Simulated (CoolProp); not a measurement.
Aqueous ethylene glycol as a coolant, 28 % by mass, freezing at -13.1 °C, 1 atm.

Computed with CoolProp (Melinder's fits for secondary coolants).

```csv
T (°C),viscosity (mPa s),density (kg/m³),cp (kJ/(kg K)),Prandtl number
-7.3,___,1044,3.680,44.8
0.1,4.03,1042,3.701,32.9
7.4,3.08,___,3.721,24.9
14.8,___,1037,3.742,19.3
22.2,1.93,1034,___,___
29.6,___,1031,3.782,12.4
37,1.31,1028,3.801,10.2
```

Task: Some entries are withheld; supply them.

Result: 
- -7.3, viscosity (mPa s): 5.43
- 7.4, density (kg/m³): 1040
- 14.8, viscosity (mPa s): 2.41
- 22.2, cp (kJ/(kg K)): 3.762
- 22.2, Prandtl number: 15.3
- 29.6, viscosity (mPa s): 1.58
